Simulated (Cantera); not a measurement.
Feed: 1 mol CaF2, 0.45 mol HF, 110 mol H2, equilibrated at 2075 K and 1.00 bar.

Cantera equilibrium calculation (NASA polynomials, part measured and part estimated; ideal gas, pure solids and liquids). Candidate condensed phases: Ca, CaF2; 15 gas species. Equilibrium is a limit: real reactors are often held back by kinetics, nucleation or transport.

Base state: H2 0.982, CaF2 0.00722, HF 0.00616, H 0.00264, CaF 0.00133, Ca 0.000398 (mole fractions); condensed: gas only.

Problem. What changes in the equilibrium state with this change: temperature from 2075 K to 1350 K?

Solution. 
| species | before | after |
|---|---|---|
| H2 | 0.982 | 0.996 |
| HF | 0.00616 | 0.00407 |
| H | 0.00264 | 2.38e-6 |
| CaF2 | 0.00722 | 5.91e-8 |
| CaF | 0.00133 | <1e-9 |
| Ca | 0.000398 | <1e-9 |
| CaF2(s), mol | 0 | 1.000 |

Problem. What changes in the equilibrium state with this change: pressure from 1.00 bar to 0.810 Pa?

Solution. 
```json
[
 {"species": "H", "before": "0.00264", "after": "0.586"},
 {"species": "H2", "before": "0.982", "after": "0.392"},
 {"species": "HF", "before": "0.00616", "after": "0.0151"},
 {"species": "Ca", "before": "0.000398", "after": "0.00605"},
 {"species": "F", "before": "9.12e-9", "after": "1.25e-5"},
 {"species": "CaF2", "before": "0.00722", "after": "1.35e-5"}
]
```

Problem. What changes in the equilibrium state with this change: temperature from 2075 K to 948.15 K?

Solution. 
```tsv
species	before	after
H2	0.982	0.996
HF	0.00616	0.00407
CaF2	0.00722	<1e-9
H	0.00264	<1e-9
CaF	0.00133	<1e-9
Ca	0.000398	<1e-9
CaF2(s), mol	0	1.00
```
